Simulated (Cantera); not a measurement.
An adiabatic, constant-pressure homogeneous reactor starts with CH3OH : O2 : N2 : H2O = 1 : 0.833 : 3.13 : 1.2 (molar parts), at 1750 K and 100000 Pa.

Model: GRI-Mech 3.0 (53 species, 325 reactions), integrated in Cantera. GRI-Mech 3.0 was tuned for natural gas; its chemistry of methanol as a main component is partial and can be far from experiment.

x: mole fraction; the columns are a selection and need not sum to one.

```
t (s)     T (K)  x CH3OH     x O2  x H2O    x HCO   x C2H6     x NO2     x CH3
--------  -----  -------  -------  -----  -------  -------  --------  --------
1.00e-6    1749    0.161    0.135  0.195        ?  7.67e-8    <1e-12  0.000153
3.74e-6    1748    0.156    0.132  0.196        ?  1.64e-6  3.00e-12  0.000282
1.40e-5    1850   0.0674   0.0927  0.229        ?  1.99e-6  4.68e-10  0.000199
5.23e-5    2307   <1e-12  0.00639  0.293        ?   <1e-12  5.31e-10    <1e-12
0.000196   2534   <1e-12  0.00250  0.316        ?   <1e-12   3.38e-9    <1e-12
0.000731   2615   <1e-12  0.00129  0.325  1.35e-7   <1e-12   1.21e-8    <1e-12
0.00273    2615   <1e-12  0.00123  0.325  1.34e-7   <1e-12   3.76e-8  1.03e-12
0.0102     2612   <1e-12  0.00118  0.324  1.33e-7   <1e-12   8.20e-8  1.04e-12
0.0382     2611   <1e-12  0.00118  0.324  1.33e-7   <1e-12   9.03e-8  1.05e-12
0.143      2611   <1e-12  0.00118  0.324  1.33e-7   <1e-12   9.03e-8  1.05e-12
0.535      2611   <1e-12  0.00118  0.324  1.33e-7   <1e-12   9.03e-8  1.05e-12
2.00       2611   <1e-12  0.00118  0.324  1.33e-7   <1e-12   9.03e-8  1.05e-12
```

**Question.** Some entries are withheld; supply them.

**Answer.** 
- 1.00e-6, x HCO: 1.99e-7
- 3.74e-6, x HCO: 5.30e-6
- 1.40e-5, x HCO: 0.000439
- 5.23e-5, x HCO: 3.87e-7
- 0.000196, x HCO: 1.90e-7
